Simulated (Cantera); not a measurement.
An adiabatic, constant-volume homogeneous reactor starts with C3H8 : O2 : N2 = 1 : 2.63 : 9.89 (molar parts), at 1723 K and 74000 Pa. Integrator tolerance rtol = 1e-08.

Cantera simulation using GRI-Mech 3.0 (53 species, 325 reactions); the numbers are that mechanism's predictions, not measurements. GRI-Mech 3.0 was tuned for natural gas; its chemistry of propane as a main component is partial and can be far from experiment. Above 3000 K some thermodynamic fits are extrapolated.

Question: What does this change do: pressure from 74000 Pa to 110000 Pa?

Answer: 
| quantity | before | after |
|---|---|---|
| time of steepest temperature rise | 23.0 µs | 16.7 µs |
| temperature at 0.700 s | 2949 K | 2984 K |
| equilibrium temperature | 2949 K | 2984 K |
| x(C3H8) at 0.700 s | <1e-12 (gas-phase equilibrium <1e-12) | <1e-12 (gas-phase equilibrium <1e-12) |
| x(O2) at 0.700 s | 0.000666 (gas-phase equilibrium 0.000666) | 0.000570 (gas-phase equilibrium 0.000570) |
| x(H) at 0.700 s | 0.0355 (gas-phase equilibrium 0.0355) | 0.0324 (gas-phase equilibrium 0.0324) |
| x(H2O2) at 0.700 s | 5.10e-8 (gas-phase equilibrium 5.10e-8) | 6.18e-8 (gas-phase equilibrium 6.18e-8) |
| x(H2O) at 0.700 s | 0.0966 (gas-phase equilibrium 0.0966) | 0.0980 (gas-phase equilibrium 0.0980) |

Question: What does this change do: initial temperature 1723 to 1250 K?

Answer: 
```tsv
quantity	before	after
time of steepest temperature rise	23.0 µs	2.57 ms
temperature at 0.700 s	2949 K	2729 K
equilibrium temperature	2949 K	2729 K
x(C3H8) at 0.700 s	<1e-12 (gas-phase equilibrium <1e-12)	<1e-12 (gas-phase equilibrium <1e-12)
x(O2) at 0.700 s	0.000666 (gas-phase equilibrium 0.000666)	0.000110 (gas-phase equilibrium 0.000110)
x(H) at 0.700 s	0.0355 (gas-phase equilibrium 0.0355)	0.0153 (gas-phase equilibrium 0.0153)
x(H2O2) at 0.700 s	5.10e-8 (gas-phase equilibrium 5.10e-8)	1.77e-8 (gas-phase equilibrium 1.77e-8)
x(H2O) at 0.700 s	0.0966 (gas-phase equilibrium 0.0966)	0.107 (gas-phase equilibrium 0.107)
```
